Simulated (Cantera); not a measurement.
Feed: 1 mol Si, 0.89 mol Cl2, 9.4 mol H2, equilibrated at 1498 K and 0.180 bar.

Cantera equilibrium calculation (NASA polynomials, part measured and part estimated; ideal gas, pure solids and liquids). Candidate condensed phases: Si; 19 gas species. The tables' values for SiCl3 are old estimates; treat these amounts as uncertain. The numbers say what is thermodynamically allowed, not how fast it happens.

Question: What is the equilibrium state?

Answer: 
```json
{
 "x(H2)": "0.870",
 "x(HCl)": "0.0925",
 "x(SiCl2)": "0.0315",
 "x(SiCl3)": "0.00334",
 "x(SiCl4)": "0.00113",
 "x(SiHCl3)": "0.00110",
 "x(SiH2Cl2)": "0.000169",
 "x(H)": "3.78e-5",
 "x(SiH3Cl)": "7.60e-6",
 "n(Si(s))": "0.618 mol",
 "gas_amount": "10.25 mol"
}
```
